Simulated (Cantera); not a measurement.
## Ammonia decomposition in nitride growth gas

An isothermal, constant-pressure homogeneous reactor starts with NH₃ : N₂ = 1 : 0.27 (molar parts), at 2123 K and 0.0132 atm.

Detailed kinetics in Cantera: the gas-phase N/H chemistry of the illustrative SiF4/NH3 mechanism in the Surface Chemkin manual (1991). Walls and surfaces, which speed up NH3 decomposition in real reactors, are not modelled.

```csv
t (s),x NH₃,x N₂,x H₂,x NH₂,x N₂H₂,x NH,x H
7.00e-5,0.787,0.213,2.62e-5,5.36e-5,1.61e-9,7.16e-9,1.29e-6
0.000228,0.787,0.213,8.84e-5,0.000177,3.09e-8,1.15e-7,1.30e-6
0.000743,0.787,0.213,0.000300,0.000576,4.72e-7,1.70e-6,1.46e-6
0.00242,0.784,0.212,0.00136,0.00175,5.84e-6,1.18e-5,3.57e-6
0.00788,0.773,0.214,0.0104,0.00297,1.92e-5,2.80e-5,1.85e-5
0.0257,0.730,0.221,0.0460,0.00269,1.82e-5,3.59e-5,6.12e-5
0.0837,0.611,0.240,0.146,0.00215,1.38e-5,4.34e-5,0.000175
0.273,0.365,0.280,0.353,0.00142,6.62e-6,4.22e-5,0.000457
0.888,0.101,0.323,0.575,0.000567,1.30e-6,2.76e-5,0.00106
2.89,0.00351,0.338,0.655,5.87e-5,3.19e-8,8.95e-6,0.00362
9.42,9.46e-7,0.335,0.642,1.01e-7,<1e-12,9.95e-8,0.0227
30.7,9.90e-8,0.335,0.640,1.17e-8,<1e-12,1.27e-8,0.0250
100,6.56e-8,0.335,0.640,7.77e-9,<1e-12,8.44e-9,0.0250
```
x: mole fraction; the columns are a selection and need not sum to one.

Equilibrium at this temperature and pressure: NH₃ 6.54e-8, N₂ 0.335, H₂ 0.640, NH₂ 7.74e-9, N₂H₂ <1e-12, NH 8.41e-9, H 0.0250 (gas phase only).
